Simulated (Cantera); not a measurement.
A freely propagating, adiabatic, planar premixed flame of CH4 : O2 : N2 = 1 : 1.43 : 5.37 (molar parts), unburnt at 675 K and 101000 Pa; mixture-averaged transport, grid criteria slope 0.08 and curve 0.16, no radiation.

Model: GRI-Mech 3.0 (53 species, 325 reactions), integrated in Cantera. Burning velocities carry a grid error of a few per cent, more on coarse grids.

Predict: laminar burning velocity; thermal thickness; peak x(C2H2); peak x(CH2).


```json
{
  "laminar_burning_velocity": "101 cm/s",
  "thermal_thickness": "0.424 mm",
  "peak x(C2H2)": "0.00168",
  "peak x(CH2)": "0.000105"
}
```
